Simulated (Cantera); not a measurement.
Feed: 1 mol Al2O3, 7.9 mol O2, held at 2573 K and 6.70 mbar.

Method: chemical equilibrium by Gibbs-energy minimisation in Cantera with the NASA 1993 tables (ideal gas, pure condensed phases). Candidate condensed phases: Al, Al2O3; 9 gas species. Equilibrium is a limit: real reactors are often held back by kinetics, nucleation or transport.

Base state: O2 0.778, O 0.222, AlO 0.000158 (mole fractions); condensed: Al2O3(l).

**Question.** What changes in the equilibrium state with this change: 0.52 mol H2O added?

**Answer.** 
| species | before | after |
|---|---|---|
| O2 | 0.778 | 0.705 |
| O | 0.222 | 0.211 |
| OH | 0 | 0.0390 |
| H | 0 | 0.0212 |
| H2O | 0 | 0.0208 |
| AlO2H | 0 | 0.000215 |
| H2 | 0 | 0.00254 |
| AlO | 0.000158 | 0.000162 |
| Al2O3(l), mol | 0.999 | 0.998 |
Further candidate phases: H2O.
